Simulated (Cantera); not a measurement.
## Calcination and drying: K2SO4 + CO2 + H2O

Input: 1 mol K2SO4, 1.1 mol CO2, 3.2 mol H2O, equilibrated at 0.170 bar.

Cantera equilibrium calculation (NASA polynomials, part measured and part estimated; ideal gas, pure solids and liquids). Candidate condensed phases: C, C6H6, C7H8, C8H18, H2O, H2SO4, K, KOH, KO2, K2CO3, K2O, K2O2, K2S, K2SO4, S; 130 gas species. The numbers say what is thermodynamically allowed, not how fast it happens.

From 1150 K to 1250 K the condensed part is K2SO4(s). From 1350 K to 1850 K the condensed part is K2SO4(l). At 1950 K nothing is condensed. The main K-bearing gas is KOH throughout.

```tsv
T (K)	x H2O	x CO2	x KOH	x SO2	x O2	x K2SO4	x K	n K2SO4(s)	n K2SO4(l)
1150	0.744	0.256	1.94e-5	9.71e-6	6.83e-6	9.67e-7	3.79e-9	1.000	0
1250	0.744	0.256	0.000159	7.95e-5	4.61e-5	1.17e-5	9.93e-8	1.000	0
1350	0.743	0.255	0.000921	0.000461	0.000247	9.22e-5	1.53e-6	0	0.998
1450	0.738	0.254	0.00389	0.00195	0.00101	0.000433	1.51e-5	0	0.990
1550	0.723	0.251	0.0134	0.00675	0.00346	0.00163	0.000110	0	0.963
1650	0.683	0.241	0.0389	0.0197	0.0101	0.00508	0.000627	0	0.887
1750	0.591	0.220	0.0960	0.0495	0.0255	0.0137	0.00297	0	0.684
1850	0.415	0.177	0.199	0.106	0.0558	0.0325	0.0124	0	0.143
1950	0.347	0.160	0.238	0.134	0.0739	0.0125	0.0289	0	0
```
x: gas mole fraction; n: condensed amount in mol.
